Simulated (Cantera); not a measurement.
Input (Python, Cantera) and output of one run.

```python
import numpy as np
import cantera as ct

gas_names = """
    H2 H S2 CH3 CS2 CH4
""".split()
cond_names = """

""".split()


# ... load() reads the species with a 1 bar reference pressure and builds the phases ...
species = {s.name: s for s in load("nasa_gas.yaml", gas_names) + load("nasa_condensed.yaml", cond_names)}
# Each term lists the table entries of one substance; the one whose range holds T is used.
reactions = {
    'H2(g) = 2 H(g)':
        [(-1, ['H2']), (2, ['H'])],
    '2 S2(g) + 2 CH3(g) = 2 CS2(g) + 3 H2(g)':
        [(-2, ['S2']), (-2, ['CH3']), (2, ['CS2']), (3, ['H2'])],
    '2 CH3(g) + H2(g) = 2 CH4(g)':
        [(-2, ['CH3']), (-1, ['H2']), (2, ['CH4'])],
}


def pick(names, T):
    return next(species[n] for n in names if species[n].thermo.min_temp <= T <= species[n].thermo.max_temp)


results = []
for label, terms in reactions.items():
    print(label)
    print("     T/K   dH/kJ  dS/(J/K)   dG/kJ   log10 K")
    for T in [1473, 1548, 1623, 1698, 1773]:
        used = [(nu, pick(names, T)) for nu, names in terms]
        dH = sum(nu * s.thermo.h(T) for nu, s in used) / 1e6
        dS = sum(nu * s.thermo.s(T) for nu, s in used) / 1e3
        dG = dH - T * dS / 1e3
        logK = -dG * 1e6 / (ct.gas_constant * T * np.log(10))
        results.append((label, T, dH, dS, dG, logK, [s.name for _, s in used]))
        print(f"{T:8g} {dH:8.1f} {dS:8.1f} {dG:8.1f} {logK:8.2f}")
```

Result:

```
H2(g) = 2 H(g)
     T/K   dH/kJ  dS/(J/K)   dG/kJ   log10 K
    1473    449.4    117.5    276.2    -9.80
    1548    450.1    118.0    267.4    -9.02
    1623    450.7    118.4    258.5    -8.32
    1698    451.4    118.8    249.6    -7.68
    1773    452.0    119.2    240.7    -7.09
2 S2(g) + 2 CH3(g) = 2 CS2(g) + 3 H2(g)
     T/K   dH/kJ  dS/(J/K)   dG/kJ   log10 K
    1473   -291.8     64.1   -386.2    13.69
    1548   -291.3     64.4   -391.0    13.19
    1623   -290.9     64.6   -395.8    12.74
    1698   -290.6     64.8   -400.7    12.33
    1773   -290.3     65.0   -405.5    11.95
2 CH3(g) + H2(g) = 2 CH4(g)
     T/K   dH/kJ  dS/(J/K)   dG/kJ   log10 K
    1473   -452.9   -169.9   -202.6     7.18
    1548   -452.0   -169.3   -189.9     6.41
    1623   -451.0   -168.7   -177.2     5.70
    1698   -449.9   -168.0   -164.6     5.06
    1773   -448.7   -167.3   -152.0     4.48
```

Standard-state values (1 bar) from the NASA 1993 polynomials, evaluated with Cantera. Condensed species are held in their standard states even where they would react or evaporate.
